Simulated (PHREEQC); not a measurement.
A solution holds 0.012 mol KNO3 per kg of water, at 20 °C. Closed to the air; pH follows from the charge balance.

The numbers come from PHREEQC with the ion-association model, phreeqc.dat.

```yaml
ionic_strength: 0.0120 mol/kgw
specific_conductance: 1430 µS/cm
```

```json
[
 {"species": "K+", "molality": "0.0120", "activity": "0.0107", "log γ": "-0.049"},
 {"species": "NO3-", "molality": "0.0120", "activity": "0.0107", "log γ": "-0.050"},
 {"species": "OH-", "molality": "9.19e-8", "activity": "8.20e-8", "log γ": "-0.049"},
 {"species": "H+", "molality": "9.19e-8", "activity": "8.34e-8", "log γ": "-0.042"}
]
```

No solid was allowed to form. Complexes and solids missing from the database can't appear.
